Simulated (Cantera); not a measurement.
A perfectly stirred reactor is fed with 3.35 % C2H4, 19.0 % O2, 71.3 % N2, 6.36 % H2O, at 10.0 bar; it is adiabatic with a 575 K inlet, and is followed from long to short residence time, starting on the burning branch (τ in s: 0.025, 0.0097, 0.0037, 0.0014, 0.00055, 0.00021, 8.1e-05, 3.1e-05, 1.2e-05).

Computed with Cantera and GRI-Mech 3.0 (53 species, 325 reactions). GRI-Mech 3.0 was tuned for natural gas; its chemistry of ethylene as a main component is partial and can be far from experiment.

Task: Predict: blow-out, bracketed by the residence times tried; x(C2H4) at τ = 25.0 ms; x(O2) at τ = 25.0 ms; x(H2O) at τ = 25.0 ms; x(N2O) at τ = 25.0 ms; x(HCN) at τ = 25.0 ms; x(C2H4) at τ = 0.550 ms; x(O2) at τ = 0.550 ms; x(H2O) at τ = 0.550 ms; x(N2O) at τ = 0.550 ms; x(HCN) at τ = 0.550 ms.

Result: 
- blow-out, bracketed by the residence times tried = burning at 0.210 ms, out at 81.0 µs
- x(C2H4) at τ = 25.0 ms = 6.34e-6
- x(O2) at τ = 25.0 ms = 0.0891
- x(H2O) at τ = 25.0 ms = 0.130
- x(N2O) at τ = 25.0 ms = 8.68e-7
- x(HCN) at τ = 25.0 ms = 2.11e-9
- x(C2H4) at τ = 0.550 ms = 9.40e-5
- x(O2) at τ = 0.550 ms = 0.0908
- x(H2O) at τ = 0.550 ms = 0.129
- x(N2O) at τ = 0.550 ms = 3.06e-6
- x(HCN) at τ = 0.550 ms = 1.35e-8
